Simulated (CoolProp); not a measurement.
Vapour-liquid equilibrium of R134a (1) + R152A (2) at 229.5 K; x and y are mole fractions of (1).

Values from CoolProp's multi-fluid Helmholtz-energy mixture model, Tillner-Roth 1994 and Outcalt 1996; pair parameters Lemmon 2004.

```json
[
 {"x": "0.05", "bubble pressure (MPa)": "0.03871", "y at the bubble point": "0.044", "dew pressure at overall composition x (MPa)": "0.03869", "liquid density (mol/L)": "15.80"},
 {"x": "0.125", "bubble pressure (MPa)": "0.03840", "y at the bubble point": "0.116", "dew pressure at overall composition x (MPa)": "0.03837", "liquid density (mol/L)": "15.62"},
 {"x": "0.2", "bubble pressure (MPa)": "0.03818", "y at the bubble point": "0.191", "dew pressure at overall composition x (MPa)": "0.03817", "liquid density (mol/L)": "15.46"},
 {"x": "0.275", "bubble pressure (MPa)": "0.03807", "y at the bubble point": "0.271", "dew pressure at overall composition x (MPa)": "0.03806", "liquid density (mol/L)": "15.30"},
 {"x": "0.35", "bubble pressure (MPa)": "0.03806", "y at the bubble point": "0.353", "dew pressure at overall composition x (MPa)": "0.03806", "liquid density (mol/L)": "15.14"},
 {"x": "0.425", "bubble pressure (MPa)": "0.03816", "y at the bubble point": "0.436", "dew pressure at overall composition x (MPa)": "0.03814", "liquid density (mol/L)": "14.99"},
 {"x": "0.5", "bubble pressure (MPa)": "0.03836", "y at the bubble point": "0.520", "dew pressure at overall composition x (MPa)": "0.03830", "liquid density (mol/L)": "14.85"},
 {"x": "0.575", "bubble pressure (MPa)": "0.03868", "y at the bubble point": "0.602", "dew pressure at overall composition x (MPa)": "0.03856", "liquid density (mol/L)": "14.71"},
 {"x": "0.65", "bubble pressure (MPa)": "0.03909", "y at the bubble point": "0.682", "dew pressure at overall composition x (MPa)": "0.03891", "liquid density (mol/L)": "14.57"},
 {"x": "0.725", "bubble pressure (MPa)": "0.03960", "y at the bubble point": "0.758", "dew pressure at overall composition x (MPa)": "0.03936", "liquid density (mol/L)": "14.44"},
 {"x": "0.8", "bubble pressure (MPa)": "0.04020", "y at the bubble point": "0.831", "dew pressure at overall composition x (MPa)": "0.03993", "liquid density (mol/L)": "14.31"},
 {"x": "0.875", "bubble pressure (MPa)": "0.04087", "y at the bubble point": "0.899", "dew pressure at overall composition x (MPa)": "0.04062", "liquid density (mol/L)": "14.19"},
 {"x": "0.95", "bubble pressure (MPa)": "0.04160", "y at the bubble point": "0.961", "dew pressure at overall composition x (MPa)": "0.04146", "liquid density (mol/L)": "14.07"}
]
```

y crosses x between x = 0.275 and 0.35: the model has an azeotrope there.

Pair parameters are fitted to limited data, so mixtures are less certain than the pure fluids.
